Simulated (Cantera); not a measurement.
**Adiabatic ignition**

An adiabatic, constant-volume homogeneous reactor starts with CH4 : CO : O2 : N2 = 1 : 0.34 : 1.03 : 3.89 (molar parts), at 1475 K and 1350 Torr.

Computed with Cantera and GRI-Mech 3.0 (53 species, 325 reactions).

```csv
t (s),T (K),P (bar),x CH4,x CO,x O2,x NO,x H,x CH2,x H2O2
1.00e-6,1475,1.80,0.160,0.0543,0.165,<1e-12,8.21e-9,<1e-12,1.06e-9
2.74e-6,1475,1.80,0.160,0.0543,0.165,<1e-12,8.60e-9,<1e-12,6.80e-9
7.53e-6,1475,1.80,0.160,0.0543,0.165,<1e-12,9.74e-9,<1e-12,3.39e-8
2.07e-5,1475,1.80,0.160,0.0543,0.165,<1e-12,1.34e-8,3.03e-12,1.02e-7
5.67e-5,1475,1.80,0.160,0.0543,0.165,<1e-12,2.59e-8,2.77e-11,1.59e-7
0.000156,1475,1.80,0.160,0.0543,0.164,<1e-12,7.09e-8,2.17e-10,2.00e-7
0.000427,1479,1.81,0.159,0.0543,0.164,<1e-12,1.96e-7,7.59e-10,4.84e-7
0.00117,1529,1.87,0.149,0.0559,0.157,9.40e-12,2.39e-6,1.41e-8,3.19e-6
0.00321,2749,3.91,7.96e-11,0.164,5.82e-5,0.000471,0.0132,2.01e-11,2.10e-8
0.00882,2749,3.91,7.96e-11,0.164,5.82e-5,0.000470,0.0132,2.01e-11,2.10e-8
0.0242,2749,3.91,7.96e-11,0.164,5.82e-5,0.000470,0.0132,2.01e-11,2.10e-8
0.0664,2749,3.91,7.96e-11,0.164,5.82e-5,0.000470,0.0132,2.01e-11,2.10e-8
0.182,2749,3.91,7.96e-11,0.164,5.82e-5,0.000470,0.0132,2.01e-11,2.10e-8
0.500,2749,3.91,7.96e-11,0.164,5.82e-5,0.000470,0.0132,2.01e-11,2.10e-8
```
x: mole fraction; the columns are a selection and need not sum to one.

| Item | Value |
|---|---|
| time of steepest temperature rise | 1.46 ms |
| temperature at 0.500 s | 2749 K |
| equilibrium temperature | 2749 K |
| x(CH4) at 0.500 s | 7.96e-11 (gas-phase equilibrium 8.92e-11) |
| x(CO) at 0.500 s | 0.164 (gas-phase equilibrium 0.164) |
| x(O2) at 0.500 s | 5.82e-5 (gas-phase equilibrium 5.82e-5) |
